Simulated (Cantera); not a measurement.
A perfectly stirred reactor is fed with H₂ : O₂ : N₂ = 0.19 : 1 : 3.5 (molar parts), at 2670 Pa; it is held at 1350 K, and followed from long to short residence time.

Model: the H2/O2 subset of GRI-Mech 3.0, which has no nitrogen chemistry, integrated in Cantera. Radical loss at walls, strong at low pressure, is not modelled. The temperature is held fixed by assumption; the heat of reaction is taken as removed at once.

### Question
Predict: x(H₂) at τ = 2.00 s; x(O₂) at τ = 2.00 s; x(HO₂) at τ = 2.00 s; x(H) at τ = 2.00 s; x(O) at τ = 2.00 s; x(H₂) at τ = 16.0 ms; x(O₂) at τ = 16.0 ms; x(HO₂) at τ = 16.0 ms; x(H) at τ = 16.0 ms; x(O) at τ = 16.0 ms.

### Answer
```json
{
  "x(H₂) at τ = 2.00 s": "0.000142",
  "x(O₂) at τ = 2.00 s": "0.196",
  "x(HO₂) at τ = 2.00 s": "6.36e-7",
  "x(H) at τ = 2.00 s": "0.000168",
  "x(O) at τ = 2.00 s": "0.00120",
  "x(H₂) at τ = 16.0 ms": "0.00179",
  "x(O₂) at τ = 16.0 ms": "0.189",
  "x(HO₂) at τ = 16.0 ms": "1.45e-6",
  "x(H) at τ = 16.0 ms": "0.00709",
  "x(O) at τ = 16.0 ms": "0.0143"
}
```
